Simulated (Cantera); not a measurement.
An isothermal, constant-pressure homogeneous reactor starts with 7.69 % C2H6, 92.3 % N2, at 1325 K and 29.3 Torr.

Model: GRI-Mech 3.0 (53 species, 325 reactions), integrated in Cantera. GRI-Mech 3.0 stops at C3 and has no aromatics, soot or wall deposition, so with more carbon than oxygen in the feed, carbon stays in small species such as C2H2 where larger ones or solid carbon would form. Radical loss at walls, strong at low pressure, is not modelled.

Task: Predict: x(C2H6) at 8.00 s; x(HCN) at 8.00 s; x(H) at 8.00 s; x(H2) at 8.00 s.

Result: 
```json
{
  "x(C2H6) at 8.00 s": "1.31e-6 (gas-phase equilibrium 6.68e-8)",
  "x(HCN) at 8.00 s": "1.81e-8 (gas-phase equilibrium 0.0657)",
  "x(H) at 8.00 s": "1.66e-6 (gas-phase equilibrium 3.00e-6)",
  "x(H2) at 8.00 s": "0.106 (gas-phase equilibrium 0.130)"
}
```
